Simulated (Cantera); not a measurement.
# Stirred combustor or abatement burner

A perfectly stirred reactor is fed with 4.03 % C2H6, 9.38 % O2, 81.8 % N2, 4.83 % H2O, equivalence ratio 1.5, at 7.01 atm; it is adiabatic with a 375 K inlet, and is followed from long to short residence time, starting on the burning branch (τ in s: 0.38, 0.12, 0.036, 0.011, 0.0034, 0.001, 0.00032, 9.8e-05, 3e-05, 9.3e-06).

Model: GRI-Mech 3.0 (53 species, 325 reactions), integrated in Cantera.

```tsv
τ (s)	T (K)	x C2H6	x O2	x H2O	x C2H2	x HO2
0.38	1332	0.000128	0.00110	0.119	0.00147	1.30e-6
0.12	1316	0.000246	0.00204	0.120	0.00107	3.41e-6
0.036	1286	0.000554	0.00430	0.122	0.000601	1.01e-5
0.011	1208	0.00177	0.0110	0.121	0.000257	4.25e-5
0.0034	375	0.0403	0.0938	0.0483	<1e-12	<1e-12
0.0010	375	0.0403	0.0938	0.0483	<1e-12	<1e-12
0.00032	375	0.0403	0.0938	0.0483	<1e-12	<1e-12
9.8e-5	375	0.0403	0.0938	0.0483	<1e-12	<1e-12
3.0e-5	375	0.0403	0.0938	0.0483	<1e-12	<1e-12
9.3e-6	375	0.0403	0.0938	0.0483	<1e-12	<1e-12
```
x: mole fraction; the columns are a selection and need not sum to one.
